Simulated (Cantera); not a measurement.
What does this Cantera script print?

```python
import numpy as np
import cantera as ct

gas = ct.Solution("gri30.yaml")
gas.TPX = 1375, 101325, {'N2O': 1, 'H2': 0.034, 'N2': 5.4}
inlet = ct.Reservoir(gas, clone=True)

reactor = ct.IdealGasConstPressureReactor(gas, energy="off", clone=False)
exhaust = ct.Reservoir(gas, clone=True)
tau = [0.68, 0.28, 0.12, 0.05, 0.021, 0.0087, 0.0036, 0.0015, 0.00063, 0.00026, 0.00011][0]
for a, b in ((inlet, reactor), (reactor, exhaust)):
    ct.MassFlowController(a, b, mdot=lambda t: reactor.mass / tau)
net = ct.ReactorNet([reactor])
show = ['N2O', 'H2', 'HO2', 'OH', 'O', 'O2']

rows = []
print(f"{'tau/s':>10s}{'T/K':>9s}" + "".join(f"{s:>11s}" for s in show))
for tau in [0.68, 0.28, 0.12, 0.05, 0.021, 0.0087, 0.0036, 0.0015, 0.00063, 0.00026, 0.00011]:
    net.initial_time = 0.0
    net.advance(30 * tau)
    before = gas.X
    net.advance(40 * tau)
    drift = np.max(np.abs(gas.X - before) / (gas.X + 1e-9))
    rows.append([gas.T, *gas[show].X, drift])
    print(f"{tau:10.3e}{gas.T:9.1f}" + "".join(f"{x:11.3e}" for x in gas[show].X))
```

It prints:

```
     tau/s      T/K        N2O         H2        HO2         OH          O         O2
 6.800e-01   1375.0  2.215e-02  8.255e-06  9.935e-08  2.770e-05  7.972e-06  5.301e-02
 2.800e-01   1375.0  4.137e-02  1.693e-05  1.356e-07  3.237e-05  1.050e-05  4.399e-02
 1.200e-01   1375.0  6.747e-02  3.451e-05  1.978e-07  3.691e-05  1.281e-05  3.282e-02
 5.000e-02   1375.0  9.728e-02  7.333e-05  3.288e-07  4.178e-05  1.464e-05  2.073e-02
 2.100e-02   1375.0  1.215e-01  1.544e-04  6.071e-07  4.724e-05  1.567e-05  1.120e-02
 8.700e-03   1375.0  1.368e-01  3.213e-04  1.156e-06  5.397e-05  1.593e-05  5.292e-03
 3.600e-03   1375.0  1.448e-01  6.455e-04  1.937e-06  6.179e-05  1.546e-05  2.307e-03
 1.500e-03   1375.0  1.488e-01  1.233e-03  2.511e-06  6.887e-05  1.428e-05  9.469e-04
 6.300e-04   1375.0  1.513e-01  2.215e-03  2.543e-06  6.987e-05  1.238e-05  3.575e-04
 2.600e-04   1375.0  1.533e-01  3.576e-03  2.163e-06  5.834e-05  9.984e-06  1.179e-04
 1.100e-04   1375.0  1.546e-01  4.654e-03  1.554e-06  3.836e-05  8.060e-06  3.794e-05
```

Model: GRI-Mech 3.0 (53 species, 325 reactions), integrated in Cantera. GRI-Mech 3.0 was tuned for natural gas; its chemistry of N2O as a main component is partial and can be far from experiment. The mechanism lacks the step 2 NO + O2 → 2 NO2, which can matter for NO2 below about 1400 K. The temperature is held fixed by assumption; the heat of reaction is taken as removed at once.
